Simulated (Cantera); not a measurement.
A Cantera script and what it prints.

```python
import numpy as np
import cantera as ct

gas_names = """
    H HO2 H2 H2O H2O2 O OH O2 O3 Pb PbO Pb2
""".split()
cond_names = """
    H2O(s) H2O(L) Pb(cr) Pb(L) PbO(rd) PbO(yw) PbO(L) PbO2(s) Pb3O4(s)
""".split()


# ... load() reads the species with a 1 bar reference pressure and builds the phases ...
atoms = {
    'PbO': {'Pb': 1, 'O': 1},
    'H2': {'H': 2},
}
top_T = {'Pb3O4(s)': 820}  # K; cautious upper limits of use, not melting points


# ... equilibrate(T, P, feed) seeds the gas with the atoms and calls Mixture.equilibrate('TP', solver="vcs", rtol=1e-11, max_steps=5000) ...
results = []
feed = {'PbO': 1, 'H2': 0.054}  # mol
P = 1333.22  # Pa
for T in [1125, 1150, 1175, 1200, 1225, 1250, 1275, 1300, 1325, 1350, 1375, 1400, 1425]:
    mix = equilibrate(T, P, feed)
    results.append((T, P, feed, dict(zip(mix.species_names, mix.species_moles))))

top = {s: max(r[3][s] / sum(r[3][g] for g in gas_names) for r in results) for s in gas_names}
cols = sorted((s for s in top if top[s] > 1e-05), key=lambda s: -top[s])[:6]
seen = [c for c in cond_names if any(r[3].get(c, 0) > 1e-12 for r in results)]
print("log10 of partial pressures in bar; condensed amounts in mol")
print(f"{'T/K':>10s}" + "".join(f"{s[:9]:>10s}" for s in cols + seen))
for T, P, feed, n in results:
    ng = sum(n[g] for g in gas_names)
    print(f"{T:10.4g}" + "".join(f"{np.log10(max(n[s] / ng * P / 1e5, 1e-99)):10.3f}" for s in cols)
          + "".join(f"{n.get(c, 0):10.4g}" for c in seen))
```

It prints:

```
log10 of partial pressures in bar; condensed amounts in mol
       T/K       H2O        Pb       PbO        H2        O2       Pb2     Pb(L)   PbO(yw)    PbO(L)
      1125    -1.882    -3.723    -4.919    -5.533    -9.932    -8.507   0.05321     0.946         0
      1150    -1.886    -3.538    -4.643    -5.504    -9.496    -8.198   0.05279    0.9459         0
      1175    -1.891    -3.361    -4.395    -5.462    -9.110    -7.903   0.05216         0    0.9458
      1200    -1.899    -3.192    -4.166    -5.416    -8.758    -7.620   0.05123         0    0.9457
      1225    -1.911    -3.029    -3.947    -5.375    -8.422    -7.350   0.04987         0    0.9455
      1250    -1.928    -2.874    -3.738    -5.340    -8.099    -7.090   0.04787         0    0.9452
      1275    -1.953    -2.724    -3.538    -5.315    -7.790    -6.841   0.04485         0    0.9446
      1300    -1.989    -2.581    -3.346    -5.304    -7.494    -6.602   0.04015         0    0.9436
      1325    -2.044    -2.443    -3.161    -5.312    -7.210    -6.373   0.03242         0    0.9419
      1350    -2.131    -2.310    -2.984    -5.353    -6.936    -6.152   0.01826         0    0.9385
      1375    -2.229    -2.229    -2.814    -5.454    -6.580    -6.033         0         0     0.932
      1400    -2.256    -2.256    -2.650    -5.587    -6.028    -6.128         0         0    0.9242
      1425    -2.297    -2.296    -2.493    -5.744    -5.468    -6.247         0         0    0.9116
```

These are equilibrium values from Cantera (NASA tables, ideal gas, pure condensed phases), not measurements of a reactor. Each liquid is taken as pure. Mutual solubility and eutectic melting of coexisting phases are not modelled. Gases not in the tables: (PbO)n polymers.
